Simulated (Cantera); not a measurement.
An isothermal, constant-pressure homogeneous reactor starts with 31.2 % CH₄, 68.8 % H₂O, at 1700 K and 0.133 bar.

Cantera simulation using GRI-Mech 3.0 (53 species, 325 reactions); the numbers are that mechanism's predictions, not measurements.

x: mole fraction; the columns are a selection and need not sum to one.

| t (s) | x CH₄ | x H₂O | x O | x H₂ | x CH₃ |
|---|---|---|---|---|---|
| 0.000300 | 0.311 | 0.687 | 7.67e-10 | 0.000711 | 0.00103 |
| 0.000917 | 0.306 | 0.686 | 3.91e-9 | 0.00448 | 0.00236 |
| 0.00280 | 0.273 | 0.673 | 8.15e-9 | 0.0361 | 0.00334 |
| 0.00857 | 0.193 | 0.627 | 4.75e-9 | 0.131 | 0.00227 |
| 0.0262 | 0.107 | 0.572 | 3.15e-9 | 0.239 | 0.00128 |
| 0.0801 | 0.0457 | 0.514 | 3.07e-9 | 0.330 | 0.000616 |
| 0.245 | 0.0237 | 0.439 | 3.21e-9 | 0.406 | 0.000329 |
| 0.749 | ? | ? | ? | ? | ? |
| 2.29 | 0.00917 | 0.260 | 2.57e-9 | 0.552 | 0.000102 |
| 7.00 | 0.00260 | 0.219 | 2.42e-9 | 0.588 | 2.76e-5 |
| 21.4 | ? | 0.213 | 2.39e-9 | 0.595 | ? |
| 65.4 | 2.30e-9 | 0.213 | 2.44e-9 | 0.595 | 2.46e-11 |
| 200 | 1.25e-9 | 0.213 | 2.44e-9 | 0.595 | 1.33e-11 |

Question: Complete the blanks.

Answer: 
- 0.749, x CH₄: 0.0168
- 0.749, x H₂O: 0.343
- 0.749, x O: 2.81e-9
- 0.749, x H₂: 0.484
- 0.749, x CH₃: 0.000205
- 21.4, x CH₄: 7.79e-5
- 21.4, x CH₃: 8.24e-7
